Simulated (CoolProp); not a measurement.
Model: reference Helmholtz-energy equation of state, Leachman 2009, in CoolProp.

Problem. Give the vapour pressure (kPa), liquid density (kg/m³), vapour Z, surface tension (mN/m) of saturated normal hydrogen at 25.6, 26.5, 32.4 K.

Solution. 
```csv
T (K),p (kPa),liquid density (kg/m³),vapour Z,surface tension (mN/m)
25.6,364,63.7,0.782,1.03
26.5,435,62.2,0.755,0.880
32.4,1160,44.7,0.467,0.0657
```

Surface tension comes from a separate correlation (Mulero 2012).
